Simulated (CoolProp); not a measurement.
Properties of normal hydrogen at several states (Tc = 33.1 K, pc = 1.296 MPa, ω = -0.219).

Model: reference Helmholtz-energy equation of state, Leachman 2009, in CoolProp.

| T (K) | p (MPa) | phase | Z | cv (kJ/(kg K)) | viscosity (µPa s) | conductivity (mW/(m K)) |
|---|---|---|---|---|---|---|
| 568.3 | 3.89 | supercritical | 1.014 | 10.43 | 13.9 | 300 |
| 612 | 0.0424 | gas | 1.000 | 10.43 | 14.7 | 313 |
| 573.2 | 4.67 | supercritical | 1.016 | 10.43 | 14.0 | 302 |

Viscosity comes from a separate model (Muzny 2013). Thermal conductivity comes from a separate model (Assael 2011).
